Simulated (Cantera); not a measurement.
## HMDSO + CO₂ (silicon oxide and oxynitride deposition)

Input: 1 mol HMDSO, 17 mol CO₂, equilibrated at 1023.15 K and 0.0610 bar.

These are equilibrium values from Cantera (NASA tables, ideal gas, pure condensed phases), not measurements of a reactor. Candidate condensed phases: C, C₆H₆, C₇H₈, C₈H₁₈, H₂O, Si, SiC, SiO₂; 123 gas species. The feed counts by its element totals alone. Equilibrium is a limit: real reactors are often held back by kinetics, nucleation or transport.

```yaml
x(CO): 0.529
x(H₂): 0.221
x(CO₂): 0.190
x(H₂O): 0.0605
x(CH₄): 7.16e-6
n(SiO₂(β-quartz)): 2.00 mol
gas_amount: 32.00 mol
log10 activity of C(graphite) (absent): -1.49
log10 activity of Si(s) (absent): -16.41
```
